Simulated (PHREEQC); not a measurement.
Dissolve 0.0059 mol/kgw KH2PO4 at 25 °C. Closed to the air; pH follows from the charge balance.

Model: ion-association model, phreeqc.dat, run in PHREEQC.

Task: The ionic strength comes out as 0.00595 mol/kgw. What activity coefficients do H+, H2PO4-, HPO4-2, K+ get?

Result: H+ 0.93, H2PO4- 0.92, HPO4-2 0.72, K+ 0.92.

Precipitation was switched off in this run.
